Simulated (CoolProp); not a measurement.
Model: reference Helmholtz-energy equation of state, Lemmon 2016, in CoolProp.

For R365MFC, give the phase and the density (kg/m³), cp (kJ/(kg K)), isothermal compressibility (1/MPa), expansivity (1/kK) at 410 K and 3.61 MPa.


- 410 K and 3.61 MPa: liquid; density 984, cp 1.68, isothermal compressibility 0.0112, expansivity 3.50
